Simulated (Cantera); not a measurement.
An isothermal, constant-pressure homogeneous reactor starts with CH₄ : H₂O : H₂ = 1 : 0.57 : 0.89 (molar parts), at 1723 K and 0.230 bar.

Cantera simulation using GRI-Mech 3.0 (53 species, 325 reactions); the numbers are that mechanism's predictions, not measurements. GRI-Mech 3.0 stops at C3 and has no aromatics, soot or wall deposition, so with more carbon than oxygen in the feed, carbon stays in small species such as C2H2 where larger ones or solid carbon would form.

One state of this run: x CH₄ = 0.393; x H₂O = 0.230; x H₂ = 0.370; x O₂ = 2.47e-11; x CO = 2.11e-5; x O = 1.02e-9; x C₂H₂ = 0.000757. x: mole fraction; the columns are a selection and need not sum to one.

Which value of t (s) does it belong to?
(A) 0.0931
(B) 7.52e-5
(C) 0.000807
(D) 0.305

C, 0.000807
